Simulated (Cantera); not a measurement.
Input: 1 mol Fe3O4, 0.49 mol C, 0.58 mol N2, at 1825 K and 0.100 bar.

Method: chemical equilibrium by Gibbs-energy minimisation in Cantera with the NASA 1993 tables (ideal gas, pure condensed phases). Candidate condensed phases: C, Fe, Fe(CO)5, FeO, Fe2O3, Fe3O4; 27 gas species. Mutual solubility and eutectic melting of coexisting phases are not modelled. The tables' stoichiometric FeO is somewhat more stable than real wüstite, so its field is too wide. FeO: taken at fixed stoichiometry. Kinetics and transport are ignored.

Base state: N2 0.541, CO2 0.445, CO 0.0122, O2 0.000945, NO 0.000251, O 1.49e-5 (mole fractions); condensed: FeO(l) + Fe3O4(s).

What changes in the equilibrium state with this change: temperature from 1825 K to 950 K?


| species | before | after |
|---|---|---|
| N2 | 0.541 | 0.542 |
| CO2 | 0.445 | 0.433 |
| CO | 0.0122 | 0.0251 |
| O2 | 0.000945 | <1e-9 |
| NO | 0.000251 | <1e-9 |
| O | 1.49e-5 | <1e-9 |
| FeO(l), mol | 2.91 | 0 |
| Fe3O4(s), mol | 0.0307 | 0.0469 |
| FeO(s), mol | 0 | 2.86 |

What changes in the equilibrium state with this change: 1.4 mol H2O added?


```tsv
species	before	after
H2O	0	0.561
N2	0.541	0.234
CO2	0.445	0.193
CO	0.0122	0.00527
Fe(OH)2	0	9.31e-5
H2	0	0.00391
OH	0	0.000874
H	0	8.71e-5
NO	0.000251	0.000165
FeO(l), mol	2.91	2.89
Fe3O4(s), mol	0.0307	0.0366
```
Further candidate phases: C6H6, C7H8, C8H18, Fe(OH)2, Fe(OH)3, H2O.

What changes in the equilibrium state with this change: pressure from 0.100 bar to 1.50 mbar?


```json
[
 {"species": "N2", "before": "0.541", "after": "0.530"},
 {"species": "CO2", "before": "0.445", "after": "0.427"},
 {"species": "CO", "before": "0.0122", "after": "0.0212"},
 {"species": "O2", "before": "0.000945", "after": "0.0190"},
 {"species": "Fe", "before": "1.33e-6", "after": "0.000161"},
 {"species": "FeO", "before": "2.40e-6", "after": "0.000160"},
 {"species": "O", "before": "1.49e-5", "after": "0.000547"},
 {"species": "NO", "before": "0.000251", "after": "0.00112"},
 {"species": "FeO(l), mol", "before": "2.91", "after": "3.00"},
 {"species": "Fe3O4(s), mol", "before": "0.0307", "after": "0"}
]
```
